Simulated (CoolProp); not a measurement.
Vapour-liquid equilibrium of R22 (1) + benzene (2) at 333 K; x and y are mole fractions of (1).

Values from CoolProp's multi-fluid Helmholtz-energy mixture model, Kamei 1995 and Thol 2012; pair parameters Bell 2016.

```csv
x,bubble pressure (MPa),y at the bubble point,dew pressure at overall composition x (MPa),liquid density (mol/L)
0.05,0.1776,0.709,0.05472,10.83
0.125,0.3474,0.854,0.05942,11.03
0.2,0.5034,0.902,0.06499,11.23
0.275,0.6528,0.926,0.07171,11.43
0.35,0.8012,0.942,0.07998,11.62
0.425,0.9523,0.954,0.09038,11.81
0.5,1.109,0.963,…,11.99
0.575,1.273,…,0.1221,12.16
0.65,1.446,0.976,0.1480,12.30
0.725,…,0.982,0.1877,12.40
0.8,1.820,0.987,0.2565,12.44
0.875,2.025,0.991,0.4028,12.40
0.95,2.250,0.996,0.8959,12.20
```

Task: Some entries are withheld; supply them.

Result: 
- 0.5, dew pressure at overall composition x (MPa): 0.1039
- 0.575, y at the bubble point: 0.970
- 0.725, bubble pressure (MPa): 1.628

No azeotrope shows between x = 0.05 and 0.95.

Pair parameters are fitted to limited data, so mixtures are less certain than the pure fluids. The gap from Raoult's law changes sign with composition, which may be real or a fault of the pair parameters; it wasn't checked against measurements.
